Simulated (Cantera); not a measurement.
Reactions in the system C-O-Ta

Standard-state values (1 bar) from the NASA 1993 polynomials, evaluated with Cantera. Values are per mole of reaction as written; species without (g) are pure solids or liquids, kept so even where they would boil at 1 bar. TaC: taken at fixed stoichiometry.

2 CO(g) + 2 Ta → 2 TaC + O2(g)

```json
[
 {"T (K)": "300", "ΔH° (kJ)": "-67.1", "ΔS° (J/K)": "-188.4", "ΔG° (kJ)": "-10.6", "log10 K": "1.85"},
 {"T (K)": "598", "ΔH° (kJ)": "-65.8", "ΔS° (J/K)": "-186.0", "ΔG° (kJ)": "45.4", "log10 K": "-3.96"},
 {"T (K)": "698", "ΔH° (kJ)": "-64.6", "ΔS° (J/K)": "-184.2", "ΔG° (kJ)": "63.9", "log10 K": "-4.78"},
 {"T (K)": "798", "ΔH° (kJ)": "-63.4", "ΔS° (J/K)": "-182.4", "ΔG° (kJ)": "82.2", "log10 K": "-5.38"},
 {"T (K)": "898", "ΔH° (kJ)": "-62.0", "ΔS° (J/K)": "-180.9", "ΔG° (kJ)": "100.4", "log10 K": "-5.84"},
 {"T (K)": "998", "ΔH° (kJ)": "-60.6", "ΔS° (J/K)": "-179.4", "ΔG° (kJ)": "118.4", "log10 K": "-6.20"},
 {"T (K)": "1098", "ΔH° (kJ)": "-59.1", "ΔS° (J/K)": "-177.9", "ΔG° (kJ)": "136.3", "log10 K": "-6.48"},
 {"T (K)": "1198", "ΔH° (kJ)": "-57.5", "ΔS° (J/K)": "-176.5", "ΔG° (kJ)": "154.0", "log10 K": "-6.71"},
 {"T (K)": "1298", "ΔH° (kJ)": "-55.9", "ΔS° (J/K)": "-175.2", "ΔG° (kJ)": "171.6", "log10 K": "-6.90"},
 {"T (K)": "1398", "ΔH° (kJ)": "-54.2", "ΔS° (J/K)": "-174.0", "ΔG° (kJ)": "189.0", "log10 K": "-7.06"},
 {"T (K)": "1498", "ΔH° (kJ)": "-52.4", "ΔS° (J/K)": "-172.8", "ΔG° (kJ)": "206.4", "log10 K": "-7.20"}
]
```
